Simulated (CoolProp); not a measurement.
Vapour pressure (MPa) of cyclopentane: the reference equation beside estimates from Tc = 238.6 °C, pc = 4.583 MPa, ω = 0.202. Clausius-Clapeyron is anchored at 153.25 °C with a constant enthalpy of vaporisation of 20.29 kJ/mol.

Values from CoolProp's reference Helmholtz-energy equation of state, Gedanitz 2015.

```
T (°C)  reference  Clausius-Clapeyron  van der Waals  Soave-Redlich-Kwong  Peng-Robinson
------  ---------  ------------------  -------------  -------------------  -------------
104.45     0.4623              0.5930          1.196               0.4653         0.4617
114.25     0.5759              0.6984          1.354               0.5815         0.5760
123.95     0.7076              0.8145          1.524               0.7167         0.7089
133.75     0.8622              0.9444          1.708               0.8757         0.8654
143.45      1.039               1.086          1.904                1.057          1.044
153.25      1.242               1.242          2.116                1.268          1.252
162.95      1.472               1.411          2.339                1.504          1.486
172.75      1.734               1.596          2.579                1.775          1.754
182.55      2.030               1.795          2.834                2.079          2.056
192.25      2.359               2.007          3.100                2.416          2.392
202.05      2.732               2.236          3.385                2.794          2.771
211.75      3.144               2.478          3.682                3.208          3.187
```

Absolute difference from the reference over all 12 rows, mean and median: Clausius-Clapeyron 13.1 and 13.2 %, van der Waals 73.4 and 64.6 %, Soave-Redlich-Kwong 1.8 and 2.1 %, Peng-Robinson 0.8 and 0.9 %.
